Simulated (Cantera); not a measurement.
Input: 1 mol MgO, 0.7 mol CH₄, 0.5 mol CO, held at 1925 K and 0.00133 bar.

Cantera equilibrium calculation (NASA polynomials, part measured and part estimated; ideal gas, pure solids and liquids). Candidate condensed phases: C, C₆H₆, C₇H₈, C₈H₁₈, H₂O, Mg, MgCO₃, MgO, Mg(OH)₂; 116 gas species. The tables' values for MgH are old estimates; treat these amounts as uncertain. Kinetics and transport are ignored.

Base state: H₂ 0.402, CO 0.356, Mg 0.217, H 0.0166, H₂O 0.00693, CO₂ 0.00143, MgH 7.43e-5, MgOH 6.40e-5 (mole fractions); condensed: MgO(s).

Q: What changes in the equilibrium state with this change: pressure from 0.00133 bar to 1.00 bar?

A: 
```tsv
species	before	after
H₂	0.402	0.586
CO	0.356	0.311
Mg	0.217	0.100
H	0.0166	0.000732
C₂H₂ (acetylene)	<1e-9	0.000268
CH₄	<1e-9	0.000180
OH	2.47e-5	3.15e-9
CO₂	0.00143	3.60e-6
H₂O	0.00693	2.92e-5
MgO(s), mol	0.272	0.759
C(graphite), mol	0	0.457
```
